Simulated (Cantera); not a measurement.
**Ignition delay**

Mixture: CO : H₂ : CH₄ : O₂ : N₂ = 1 : 0.2 : 0.049 : 1.75 : 6.56 (molar parts), equivalence ratio 0.40, at 22.0 bar, adiabatic and at constant volume. Ignition delay is the time to a rise of 400 K.

Computed with Cantera and GRI-Mech 3.0 (53 species, 325 reactions). The pressure lies above the range GRI-Mech 3.0 was tuned for (to about 10 atm). Below about 1000 K GRI-Mech 3.0 lacks low-temperature oxidation paths. Below about 950 K walls govern HO2 and H2O2 in real vessels.

```json
[
 {"T0 (K)": "875", "delay (ms)": "150"},
 {"T0 (K)": "975", "delay (ms)": "10.6"},
 {"T0 (K)": "1075", "delay (ms)": "1.19"},
 {"T0 (K)": "1175", "delay (ms)": "0.188"},
 {"T0 (K)": "1275", "delay (ms)": "0.0400"},
 {"T0 (K)": "1375", "delay (ms)": "0.0115"},
 {"T0 (K)": "1475", "delay (ms)": "0.00477"},
 {"T0 (K)": "1575", "delay (ms)": "0.00277"},
 {"T0 (K)": "1675", "delay (ms)": "0.00196"},
 {"T0 (K)": "1775", "delay (ms)": "0.00156"}
]
```

| Quantity | Value |
|---|---|
| apparent activation energy between 1575 and 1775 K | 67 kJ/mol |
